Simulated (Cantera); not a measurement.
Gas mixture: O2 : CO2 : N2O = 0.96 : 0.82 : 0.78 (molar parts), at 37.0 Pa, frozen composition.

Cantera's kinetic-theory transport with the Lennard-Jones parameters of GRI-Mech 3.0, ideal gas; thermal conductivity in the mixture-averaged form.

D: mixture-averaged diffusion coefficient of that species in the mixture.

```json
[
 {"T (K)": "400", "ρ (kg/m³)": "0.000440", "cp (J/kg/K)": "950.0", "μ (µPa s)": "21.4", "λ (mW/m/K)": "28.3", "Pr": "0.719", "D (cm²/s) H2": "(withheld)", "D (cm²/s) H2O": "883", "D (cm²/s) CH4": "874"},
 {"T (K)": "500", "ρ (kg/m³)": "0.000352", "cp (J/kg/K)": "1011", "μ (µPa s)": "25.7", "λ (mW/m/K)": "36.0", "Pr": "0.721", "D (cm²/s) H2": "(withheld)", "D (cm²/s) H2O": "1360", "D (cm²/s) CH4": "1300"},
 {"T (K)": "600", "ρ (kg/m³)": "0.000293", "cp (J/kg/K)": "1062", "μ (µPa s)": "29.6", "λ (mW/m/K)": "43.5", "Pr": "0.723", "D (cm²/s) H2": "(withheld)", "D (cm²/s) H2O": "1920", "D (cm²/s) CH4": "1790"},
 {"T (K)": "700", "ρ (kg/m³)": "0.000251", "cp (J/kg/K)": "1106", "μ (µPa s)": "33.2", "λ (mW/m/K)": "50.7", "Pr": "0.725", "D (cm²/s) H2": "(withheld)", "D (cm²/s) H2O": "2560", "D (cm²/s) CH4": "2340"},
 {"T (K)": "800", "ρ (kg/m³)": "0.000220", "cp (J/kg/K)": "1142", "μ (µPa s)": "36.6", "λ (mW/m/K)": "57.5", "Pr": "0.727", "D (cm²/s) H2": "(withheld)", "D (cm²/s) H2O": "3270", "D (cm²/s) CH4": "2940"},
 {"T (K)": "900", "ρ (kg/m³)": "0.000195", "cp (J/kg/K)": "1172", "μ (µPa s)": "39.8", "λ (mW/m/K)": "64.1", "Pr": "0.728", "D (cm²/s) H2": "(withheld)", "D (cm²/s) H2O": "4050", "D (cm²/s) CH4": "3590"}
]
```

Q: Some entries are withheld; supply them.

A: 
- 400, D (cm²/s) H2: 3180
- 500, D (cm²/s) H2: 4650
- 600, D (cm²/s) H2: 6330
- 700, D (cm²/s) H2: 8200
- 800, D (cm²/s) H2: 10300
- 900, D (cm²/s) H2: 12500
